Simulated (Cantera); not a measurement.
A Cantera script and what it prints.

```python
import numpy as np
import cantera as ct

gas_names = """
    H H2 N NH NH2 NH3 N2 N2H2 N2H4 Si SiH SiH2 SiH3 SiH4 SiN Si2 Si2N Si3
""".split()
cond_names = """
    Si(cr) Si(L) Si3N4(a)
""".split()


# ... load() reads the species with a 1 bar reference pressure and builds the phases ...
atoms = {
    'SiH4': {'Si': 1, 'H': 4},
    'N2': {'N': 2},
}
top_T = {'Si3N4(a)': 2400}  # K; cautious upper limits of use, not melting points


# ... equilibrate(T, P, feed) seeds the gas with the atoms and calls Mixture.equilibrate('TP', solver="vcs", rtol=1e-11, max_steps=5000) ...
results = []
P = 24  # Pa
for T in [1300, 1325, 1350, 1375, 1400, 1425, 1450, 1475, 1500, 1525, 1550, 1575]:
    for m in [2.2, 2.7, 3.3, 3.9, 4.8, 5.8, 7, 8.4, 10, 12, 15, 18]:
        feed = {'SiH4': 1, 'N2': m}  # mol
        mix = equilibrate(T, P, feed)
        results.append((T, P, feed, dict(zip(mix.species_names, mix.species_moles))))

for T, P, feed, n in results:
    print(f"{T:7g} {feed['N2']:10.4g}  " + (" + ".join(c for c in cond_names if n.get(c, 0) > 1e-12) or "gas only"))
```

It prints:

```
   1300        2.2  Si3N4(a)
   1300        2.7  Si3N4(a)
   1300        3.3  Si3N4(a)
   1300        3.9  Si3N4(a)
   1300        4.8  Si3N4(a)
   1300        5.8  Si3N4(a)
   1300          7  Si3N4(a)
   1300        8.4  Si3N4(a)
   1300         10  Si3N4(a)
   1300         12  Si3N4(a)
   1300         15  Si3N4(a)
   1300         18  Si3N4(a)
   1325        2.2  Si3N4(a)
   1325        2.7  Si3N4(a)
   1325        3.3  Si3N4(a)
   1325        3.9  Si3N4(a)
   1325        4.8  Si3N4(a)
   1325        5.8  Si3N4(a)
   1325          7  Si3N4(a)
   1325        8.4  Si3N4(a)
   1325         10  Si3N4(a)
   1325         12  Si3N4(a)
   1325         15  Si3N4(a)
   1325         18  Si3N4(a)
   1350        2.2  Si3N4(a)
   1350        2.7  Si3N4(a)
   1350        3.3  Si3N4(a)
   1350        3.9  Si3N4(a)
   1350        4.8  Si3N4(a)
   1350        5.8  Si3N4(a)
   1350          7  Si3N4(a)
   1350        8.4  Si3N4(a)
   1350         10  Si3N4(a)
   1350         12  Si3N4(a)
   1350         15  Si3N4(a)
   1350         18  Si3N4(a)
   1375        2.2  Si3N4(a)
   1375        2.7  Si3N4(a)
   1375        3.3  Si3N4(a)
   1375        3.9  Si3N4(a)
   1375        4.8  Si3N4(a)
   1375        5.8  Si3N4(a)
   1375          7  Si3N4(a)
   1375        8.4  Si3N4(a)
   1375         10  Si3N4(a)
   1375         12  Si3N4(a)
   1375         15  Si3N4(a)
   1375         18  Si3N4(a)
   1400        2.2  Si3N4(a)
   1400        2.7  Si3N4(a)
   1400        3.3  Si3N4(a)
   1400        3.9  Si3N4(a)
   1400        4.8  Si3N4(a)
   1400        5.8  Si3N4(a)
   1400          7  Si3N4(a)
   1400        8.4  Si3N4(a)
   1400         10  Si3N4(a)
   1400         12  Si3N4(a)
   1400         15  Si3N4(a)
   1400         18  Si3N4(a)
   1425        2.2  Si3N4(a)
   1425        2.7  Si3N4(a)
   1425        3.3  Si3N4(a)
   1425        3.9  Si3N4(a)
   1425        4.8  Si3N4(a)
   1425        5.8  Si3N4(a)
   1425          7  Si3N4(a)
   1425        8.4  Si3N4(a)
   1425         10  Si3N4(a)
   1425         12  Si3N4(a)
   1425         15  Si3N4(a)
   1425         18  Si3N4(a)
   1450        2.2  Si3N4(a)
   1450        2.7  Si3N4(a)
   1450        3.3  Si3N4(a)
   1450        3.9  Si3N4(a)
   1450        4.8  Si3N4(a)
   1450        5.8  Si3N4(a)
   1450          7  Si3N4(a)
   1450        8.4  Si3N4(a)
   1450         10  Si3N4(a)
   1450         12  Si3N4(a)
   1450         15  Si3N4(a)
   1450         18  Si3N4(a)
   1475        2.2  Si3N4(a)
   1475        2.7  Si3N4(a)
   1475        3.3  Si3N4(a)
   1475        3.9  Si3N4(a)
   1475        4.8  Si3N4(a)
   1475        5.8  Si3N4(a)
   1475          7  Si3N4(a)
   1475        8.4  Si3N4(a)
   1475         10  Si3N4(a)
   1475         12  Si3N4(a)
   1475         15  Si3N4(a)
   1475         18  Si3N4(a)
   1500        2.2  Si3N4(a)
   1500        2.7  Si3N4(a)
   1500        3.3  Si3N4(a)
   1500        3.9  Si3N4(a)
   1500        4.8  Si3N4(a)
   1500        5.8  Si3N4(a)
   1500          7  Si3N4(a)
   1500        8.4  Si3N4(a)
   1500         10  Si3N4(a)
   1500         12  Si3N4(a)
   1500         15  Si3N4(a)
   1500         18  Si3N4(a)
   1525        2.2  Si3N4(a)
   1525        2.7  Si3N4(a)
   1525        3.3  Si3N4(a)
   1525        3.9  Si3N4(a)
   1525        4.8  Si3N4(a)
   1525        5.8  Si3N4(a)
   1525          7  Si3N4(a)
   1525        8.4  Si3N4(a)
   1525         10  Si3N4(a)
   1525         12  Si3N4(a)
   1525         15  Si3N4(a)
   1525         18  Si3N4(a)
   1550        2.2  Si(cr) + Si3N4(a)
   1550        2.7  Si(cr) + Si3N4(a)
   1550        3.3  Si3N4(a)
   1550        3.9  Si3N4(a)
   1550        4.8  Si3N4(a)
   1550        5.8  Si3N4(a)
   1550          7  Si3N4(a)
   1550        8.4  Si3N4(a)
   1550         10  Si3N4(a)
   1550         12  Si3N4(a)
   1550         15  Si3N4(a)
   1550         18  Si3N4(a)
   1575        2.2  Si(cr)
   1575        2.7  Si(cr)
   1575        3.3  Si(cr)
   1575        3.9  Si(cr)
   1575        4.8  Si(cr)
   1575        5.8  Si(cr)
   1575          7  Si(cr)
   1575        8.4  Si(cr) + Si3N4(a)
   1575         10  Si3N4(a)
   1575         12  Si3N4(a)
   1575         15  Si3N4(a)
   1575         18  Si3N4(a)
```

Method: chemical equilibrium by Gibbs-energy minimisation in Cantera with the NASA 1993 tables (ideal gas, pure condensed phases). N2 is the only nitrogen source here; it is nearly inert below about 1500 K, so the nitride shown seldom forms there in practice. Mutual solubility and eutectic melting of coexisting phases are not modelled.
